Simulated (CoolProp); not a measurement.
Saturated liquid density (kg/m³) of nitrous oxide: the reference equation beside estimates from Tc = 36.4 °C, pc = 7.245 MPa, ω = 0.161. Rackett uses Z = 0.29056 − 0.08775 ω.

The numbers come from the reference Helmholtz-energy equation of state, Lemmon 2006 in CoolProp. It is a short technical equation, of lower accuracy than the large ones.

| T (°C) | reference | Rackett | van der Waals |
|---|---|---|---|
| -34.15 | 1053 | 1041 | 659.3 |
| -29.95 | 1038 | 1026 | 649.4 |
| -25.85 | 1022 | 1011 | 639.4 |
| -21.65 | 1005 | 994.6 | 628.7 |
| -17.55 | 987.9 | 978.4 | 618.0 |
| -13.35 | 969.8 | 961.0 | 606.5 |
| -9.25 | 951.5 | 943.4 | 594.7 |
| -5.05 | 931.9 | 924.5 | 582.2 |
| -0.95 | 911.9 | 905.0 | 569.2 |
| 3.25 | 890.2 | 884.0 | 555.2 |

Absolute difference from the reference over all 10 rows, mean and median: Rackett 0.9 and 0.9 %, van der Waals 37.5 and 37.5 %.
